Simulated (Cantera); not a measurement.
Mixture: CH4 : O2 : N2 = 1 : 1 : 3.76 (molar parts), equivalence ratio 2.0, at 1000000 Pa, adiabatic and at constant pressure. Ignition delay is the time to a rise of 400 K.

Model: GRI-Mech 3.0 (53 species, 325 reactions), integrated in Cantera.

What does this change do: pressure from 1000000 Pa to 3500000 Pa?


```json
[
 {"quantity": "delay at 1123 K", "before": "18.6 ms", "after": "4.15 ms"},
 {"quantity": "delay at 1323 K", "before": "1.64 ms", "after": "0.415 ms"},
 {"quantity": "delay at 1523 K", "before": "0.207 ms", "after": "64.4 µs"},
 {"quantity": "delay at 1723 K", "before": "34.6 µs", "after": "12.5 µs"},
 {"quantity": "delay at 1923 K", "before": "8.27 µs", "after": "3.06 µs"},
 {"quantity": "apparent activation energy between 1823 and 2023 K", "before": "190 kJ/mol", "after": "190 kJ/mol"}
]
```
The pressure lies above the range GRI-Mech 3.0 was tuned for (to about 10 atm).

What does this change do: N2 3.76 to 2.9 parts?


| quantity | before | after |
|---|---|---|
| delay at 1123 K | 18.6 ms | 15.2 ms |
| delay at 1323 K | 1.64 ms | 1.31 ms |
| delay at 1523 K | 0.207 ms | 0.166 ms |
| delay at 1723 K | 34.6 µs | 28.3 µs |
| delay at 1923 K | 8.27 µs | 6.91 µs |
| apparent activation energy between 1823 and 2023 K | 190 kJ/mol | 190 kJ/mol |
